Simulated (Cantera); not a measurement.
Equilibrium for iron carbonyl, mercury and lead vapours: PbO + H2 + N2

Input: 1 mol PbO, 2.6 mol H2, 16 mol N2, at 1000 Pa.

Cantera equilibrium calculation (NASA polynomials, part measured and part estimated; ideal gas, pure solids and liquids). Candidate condensed phases: H2O, Pb, PbO, PbO2, Pb3O4; 27 gas species. Kinetics and transport are ignored.

```csv
T (K),log p N2,log p H2,log p H2O,log p Pb,log p H,log p PbO,log p Pb2,log p OH,n Pb(l)
1150,-2.08,-3.08,-3.28,-3.54,-8.67,-8.47,-8.20,-11.09,0.445
1175,-2.08,-3.08,-3.29,-3.36,-8.45,-8.17,-7.90,-10.81,0.153
1200,-2.09,-3.09,-3.29,-3.29,-8.25,-7.99,-7.82,-10.55,0
1225,-2.09,-3.09,-3.29,-3.29,-8.05,-7.88,-7.88,-10.30,0
1250,-2.09,-3.09,-3.29,-3.29,-7.86,-7.77,-7.93,-10.05,0
1275,-2.09,-3.09,-3.29,-3.29,-7.68,-7.67,-7.98,-9.81,0
1300,-2.09,-3.09,-3.29,-3.29,-7.50,-7.58,-8.02,-9.59,0
1325,-2.09,-3.09,-3.29,-3.29,-7.33,-7.48,-8.07,-9.37,0
1350,-2.09,-3.09,-3.29,-3.29,-7.17,-7.39,-8.12,-9.16,0
1375,-2.09,-3.09,-3.29,-3.29,-7.01,-7.31,-8.16,-8.96,0
```
log p: log10 of the partial pressure in bar; n: condensed amount in mol.

From 1150 K to 1175 K the condensed part is Pb(l). From 1200 K to 1375 K nothing is condensed. The main Pb-bearing gas is Pb throughout.
